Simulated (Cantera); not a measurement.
Charge: 1 mol C3H6, 2.9 mol H2, 8.1 mol N2, 0.04 mol NH3, equilibrated at 1 atm.

These are equilibrium values from Cantera (NASA tables, ideal gas, pure condensed phases), not measurements of a reactor. Candidate condensed phases: C, C6H6, C7H8, C8H18; 92 gas species. Equilibrium is a limit: real reactors are often held back by kinetics, nucleation or transport.

x: gas mole fraction; n: condensed amount in mol.

| T (K) | x N2 | x H2 | x HCN | x H | x C2H2 (acetylene) | n C(graphite) |
|---|---|---|---|---|---|---|
| 1523 | 0.577 | 0.422 | 0.000612 | 1.49e-5 | 4.99e-6 | 2.99 |
| 1623 | 0.576 | 0.422 | … | … | … | 2.98 |
| 1723 | 0.576 | 0.422 | 0.00204 | 0.000118 | 3.82e-5 | 2.97 |
| 1823 | 0.575 | 0.421 | … | … | … | 2.95 |
| 1923 | 0.574 | 0.420 | 0.00528 | 0.000606 | 0.000189 | 2.92 |
| 2023 | 0.572 | 0.418 | 0.00788 | 0.00122 | 0.000373 | 2.87 |
| 2123 | 0.570 | 0.415 | 0.0113 | 0.00230 | 0.000687 | 2.81 |
| 2223 | 0.567 | 0.411 | 0.0157 | 0.00408 | 0.00119 | 2.73 |
| 2323 | 0.563 | 0.405 | 0.0210 | 0.00688 | 0.00196 | 2.62 |
| 2423 | 0.558 | 0.397 | 0.0273 | 0.0111 | 0.00307 | 2.48 |
| 2523 | 0.552 | 0.387 | 0.0347 | 0.0172 | 0.00461 | 2.31 |

Problem. Complete the blanks.

Solution. 
- 1823, x HCN: 0.00337
- 1823, x H: 0.000279
- 1823, x C2H2 (acetylene): 8.90e-5
- 1623, x HCN: 0.00116
- 1623, x H: 4.46e-5
- 1623, x C2H2 (acetylene): 1.47e-5
